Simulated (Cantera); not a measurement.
Input: 1 mol Al2O3, 0.28 mol H2O, equilibrated at 2.40 bar.

Cantera equilibrium calculation (NASA polynomials, part measured and part estimated; ideal gas, pure solids and liquids). Candidate condensed phases: Al, Al2O3, H2O; 19 gas species. Gases not in the tables: Al(OH)3. Rates play no part.

x: gas mole fraction; n: condensed amount in mol.

| T (K) | x H2O | x H2 | x O2 | x OH | x H | n Al2O3(s) |
|---|---|---|---|---|---|---|
| 1575 | 1.000 | 0.000282 | ? | 5.80e-5 | 4.51e-7 | 1.00 |
| 1625 | 0.999 | 0.000419 | ? | 9.36e-5 | 9.32e-7 | 1.00 |
| 1675 | 0.999 | 0.000608 | ? | 0.000147 | 1.85e-6 | 1.00 |
| 1725 | 0.999 | 0.000864 | ? | 0.000224 | 3.52e-6 | 1.00 |
| 1775 | 0.998 | 0.00120 | ? | 0.000335 | 6.48e-6 | 1.00 |
| 1825 | 0.997 | 0.00165 | ? | 0.000488 | 1.15e-5 | 1.00 |
| 1875 | 0.996 | 0.00222 | ? | 0.000698 | 1.99e-5 | 1.00 |
| 1925 | 0.995 | 0.00294 | ? | 0.000979 | 3.34e-5 | 1.00 |
| 1975 | 0.993 | 0.00384 | ? | 0.00135 | 5.47e-5 | 1.00 |
| 2025 | 0.991 | 0.00494 | ? | 0.00183 | 8.74e-5 | 1.00 |

### Question
Complete the blanks.

### Answer

- 1575, x O2: 0.000127
- 1625, x O2: 0.000186
- 1675, x O2: 0.000268
- 1725, x O2: 0.000376
- 1775, x O2: 0.000519
- 1825, x O2: 0.000702
- 1875, x O2: 0.000936
- 1925, x O2: 0.00123
- 1975, x O2: 0.00159
- 2025, x O2: 0.00202
